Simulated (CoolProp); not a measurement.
A single-stage vapour-compression cycle with R142b: evaporating at 306.15 K (dew point), condensing at 332.15 K (bubble point), superheat 0 K, subcooling 5 K, compressor efficiency 0.6, no pressure losses. Each further row changes one setting.

Model: reference Helmholtz-energy equation of state, Lemmon 2006, in CoolProp. It is a short technical equation, of lower accuracy than the large ones.

```tsv
case	cooling COP	pressure ratio	discharge temperature (K)	refrigerating effect (kJ/kg)	volumetric capacity (kJ/m³)
as stated	6.43	1.99	341.9	168	3190
evaporating temperature 311.15 K	8.25	1.73	339.8	171	3730
condensing temperature 327.15 K	8.16	1.76	335.4	175	3320
subcooling 10 K	6.70	1.99	341.9	175	3320
superheat 10 K	6.47	1.99	352.3	177	3220
compressor efficiency 0.5	5.36	1.99	346.8	168	3190
```
